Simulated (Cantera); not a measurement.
An isothermal, constant-pressure homogeneous reactor starts with CO : O2 : H2O : N2 = 0.001 : 0.021 : 0.0031 : 1 (molar parts), at 1300 K and 4.93 atm.

Computed with Cantera and GRI-Mech 3.0 (53 species, 325 reactions).

x: mole fraction; the columns are a selection and need not sum to one.

```csv
t (s),x CO,x O2,x H2O,x NO2,x H
4.00e-5,0.000976,0.0205,0.00302,<1e-12,5.40e-12
0.000133,0.000976,0.0205,0.00302,<1e-12,4.40e-11
0.000443,0.000975,0.0205,0.00302,<1e-12,4.93e-10
0.00147,0.000969,0.0205,0.00302,<1e-12,?
0.00490,0.000598,0.0203,0.00302,1.97e-10,?
0.0163,0.000154,0.0201,0.00302,1.49e-9,?
0.0543,1.36e-5,0.0200,0.00302,1.75e-9,?
0.181,4.92e-7,0.0200,0.00302,5.35e-10,9.76e-11
0.601,3.11e-9,0.0200,0.00303,2.56e-10,1.68e-11
2.00,4.75e-10,0.0200,0.00303,2.44e-10,1.44e-11
```

Problem. What belongs in the gaps?

Solution. 
- 0.00147, x H: 6.86e-8
- 0.00490, x H: 3.01e-7
- 0.0163, x H: 5.40e-8
- 0.0543, x H: 2.76e-9
